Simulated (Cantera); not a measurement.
Input (Python, Cantera):

```python
import numpy as np
import cantera as ct

gas = ct.Solution("gri30.yaml")
gas.TPX = 1275, 101325, {'CH4': 1, 'O2': 2.67, 'N2': 10}
reactor = ct.IdealGasReactor(gas, energy="on", clone=False)
net = ct.ReactorNet([reactor])
net.rtol, net.atol = 1e-08, 1e-16
show = ['CH4', 'O2', 'C2H2', 'C2H', 'OH', 'CO']
times = np.geomspace(5e-06, 0.4, 15)

steps = ct.SolutionArray(gas, extra=["t"])
rows = []
print(f"{'t/s':>10s}{'T/K':>9s}{'P/Pa':>11s}" + "".join(f"{s:>11s}" for s in show))
for t in times:
    while net.time < t:
        t_next = net.step()
        steps.append(gas.state, t=t_next)
    rows.append([np.interp(t, steps.t, y) for y in (steps.T, steps.P, *steps(*show).X.T)])
    print(f"{t:10.3e}{rows[-1][0]:9.1f}{rows[-1][1]:11.4g}" + "".join(f"{x:11.3e}" for x in rows[-1][2:]))
rate = np.gradient(steps.T, steps.t)
print("integrator steps:", len(steps.t))
if steps.T.max() > steps.T[0] + 200:
    print(f"time of steepest temperature rise: {steps.t[rate.argmax()]:.4e} s")
gas.TPX = 1275, 101325, {'CH4': 1, 'O2': 2.67, 'N2': 10}
gas.equilibrate("UV")
print(f"equilibrium (UV): T = {gas.T:.1f} K  " + "  ".join(f"{s} {gas[s].X[0]:.3e}" for s in show))
```

It prints:

```
       t/s      T/K       P/Pa        CH4         O2       C2H2        C2H         OH         CO
 5.000e-06   1275.0  1.013e+05  7.315e-02  1.953e-01  2.659e-23  1.173e-34  4.964e-11  3.066e-15
 1.120e-05   1275.0  1.013e+05  7.315e-02  1.953e-01  1.104e-21  7.097e-33  7.205e-11  3.359e-14
 2.508e-05   1275.0  1.013e+05  7.315e-02  1.953e-01  3.895e-20  4.348e-31  1.259e-10  3.763e-13
 5.619e-05   1275.0  1.013e+05  7.315e-02  1.953e-01  1.211e-18  2.876e-29  2.711e-10  4.340e-12
 1.258e-04   1275.0  1.013e+05  7.315e-02  1.953e-01  3.729e-17  2.237e-27  6.916e-10  5.287e-11
 2.819e-04   1275.0  1.013e+05  7.315e-02  1.953e-01  1.334e-15  2.296e-25  1.995e-09  7.281e-10
 6.314e-04   1275.0  1.013e+05  7.315e-02  1.953e-01  7.103e-14  4.018e-23  6.549e-09  1.311e-08
 1.414e-03   1275.1  1.013e+05  7.312e-02  1.953e-01  6.515e-12  1.162e-20  2.054e-08  3.431e-07
 3.168e-03   1275.9  1.014e+05  7.297e-02  1.952e-01  3.490e-10  1.280e-18  4.197e-08  6.982e-06
 7.095e-03   1280.5  1.018e+05  7.223e-02  1.947e-01  1.147e-08  1.251e-16  1.212e-07  1.047e-04
 1.589e-02   2722.2  2.212e+05  2.000e-16  4.711e-02  1.252e-19  7.339e-21  1.739e-02  1.806e-02
 3.560e-02   2719.9   2.21e+05  2.001e-16  4.641e-02  1.237e-19  7.171e-21  1.724e-02  1.803e-02
 7.973e-02   2719.9   2.21e+05  2.001e-16  4.641e-02  1.237e-19  7.171e-21  1.724e-02  1.803e-02
 1.786e-01   2719.9   2.21e+05  2.001e-16  4.641e-02  1.237e-19  7.171e-21  1.724e-02  1.803e-02
 4.000e-01   2719.9   2.21e+05  2.001e-16  4.641e-02  1.237e-19  7.171e-21  1.724e-02  1.803e-02
integrator steps: 2199
time of steepest temperature rise: 1.3250e-02 s
equilibrium (UV): T = 2719.9 K  CH4 2.752e-16  O2 4.641e-02  C2H2 1.339e-19  C2H 7.686e-21  OH 1.724e-02  CO 1.803e-02
```

Detailed kinetics in Cantera: GRI-Mech 3.0 (53 species, 325 reactions).
